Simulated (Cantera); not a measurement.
A closed system holds: 1 mol Ca(OH)₂, 0.097 mol H₂O, 0.49 mol CO₂, held at 725 K and 1.00 bar.

Equilibrium computed with Cantera from the NASA thermochemical tables; the gas is ideal and each condensed phase is pure. Candidate condensed phases: C, C₆H₆, C₇H₈, C₈H₁₈, Ca, CaCO₃, CaO, Ca(OH)₂, H₂O; 115 gas species. Equilibrium is a limit: real reactors are often held back by kinetics, nucleation or transport.

Base state: H₂O 1.000, CO₂ 8.93e-5 (mole fractions); condensed: CaCO₃(calcite) + Ca(OH)₂(s).

Q: What changes in the equilibrium state with this change: temperature from 725 K to 1748.15 K?

A: 
| species | before | after |
|---|---|---|
| H₂O | 1.000 | 0.690 |
| CO₂ | 8.93e-5 | 0.307 |
| CO | <1e-9 | 0.00121 |
| O₂ | <1e-9 | 0.000899 |
| H₂ | <1e-9 | 0.000753 |
| OH | <1e-9 | 0.000335 |
| CaCO₃(calcite), mol | 0.490 | 0 |
| Ca(OH)₂(s), mol | 0.510 | 0 |
| CaO(s), mol | 0 | 1.000 |
